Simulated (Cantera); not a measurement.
Ignition delay

Mixture: 10.8 % CO, 0.387 % H2, 2.90 % CH4, 18.1 % O2, 67.9 % N2, at 1.00 bar, adiabatic and at constant pressure. Ignition delay is the time to a rise of 400 K.

Model: GRI-Mech 3.0 (53 species, 325 reactions), integrated in Cantera. Where the delays flatten at high temperature, the 400 K rule measures the pace of heat release, not the induction time.

```csv
T0 (K),delay (ms)
1273,2.02
1348,1.05
1423,0.592
1498,0.363
1573,0.237
1648,0.164
1723,0.118
1798,0.0891
1873,0.0712
1948,0.0608
```

```
Item                                                    Value
--------------------------------------------------  ---------
apparent activation energy between 1798 and 1948 K  74 kJ/mol
```
